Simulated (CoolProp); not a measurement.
Computed with CoolProp (reference Helmholtz-energy equation of state, Schroeder 2014).

Q: Give the vapour pressure (MPa), vapour density (kg/m³), vapour viscosity (µPa s) of saturated ethanol at 119.45, 151.05 °C.

A: 
```tsv
T (°C)	p (MPa)	vapour density (kg/m³)	vapour viscosity (µPa s)
119.45	0.420	6.46	11.6
151.05	1.01	15.4	12.6
```

Viscosity comes from a separate model (Kiselev 2005).
